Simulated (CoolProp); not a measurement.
The numbers come from the reference Helmholtz-energy equation of state, Lemmon 2000 in CoolProp. It is a pseudo-pure fit of the blend.

Task: For dry air, give the phase and the Z, Prandtl number at 113.7 K and 130 bar; 113.7 K and 154 bar.

Result: 
- 113.7 K and 130 bar: liquid; Z 0.528, Prandtl number 1.56
- 113.7 K and 154 bar: liquid; Z 0.617, Prandtl number 1.55

Viscosity comes from a separate model (Lemmon 2004). Thermal conductivity comes from a separate model (Lemmon 2004).
